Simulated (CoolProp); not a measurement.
A Linde-Hampson liquefier for oxygen: isothermal reversible compression at 230 K from 1 atm to 40 MPa, throttling to 1 atm, return gas leaving the recuperator 10 K below the feed. Each further row changes one setting.

Model: reference Helmholtz-energy equation of state, Schmidt 1985, in CoolProp.

```
case                        liquid yield per pass  compression work (kJ/kg of gas)
--------------------------  ---------------------  -------------------------------
as stated                                     [?]                              332
high pressure 80 MPa                          [?]                              [?]
warm-end temperature 260 K                  0.201                              [?]
warm-end gap 15 K                           0.260                              332
```

**Question.** What belongs in the gaps?

**Answer.** 
- as stated, liquid yield per pass: 0.270
- high pressure 80 MPa, liquid yield per pass: 0.249
- high pressure 80 MPa, compression work (kJ/kg of gas): 384
- warm-end temperature 260 K, compression work (kJ/kg of gas): 388
